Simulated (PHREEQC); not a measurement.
Make-up at 50 °C: 0.0039 mol/kgw CdSO4, 0.00083 mol/kgw H3BO3 and 4.1e-05 mol/kgw MnSO4. Closed to the air; pH follows from the charge balance.

Model: ion-association model, phreeqc.dat, run in PHREEQC.

Q: The ionic strength comes out as 0.0114 mol/kgw. What activity coefficients do Cd+2, Cd(SO4)2-2, SO4-2, H+, Mn+2 get?

A: Cd+2 0.63, Cd(SO4)2-2 0.63, SO4-2 0.64, H+ 0.91, Mn+2 0.65.

No solid was allowed to form. Species that the database lacks are ignored. Constants without temperature data keep their 25 °C values here.
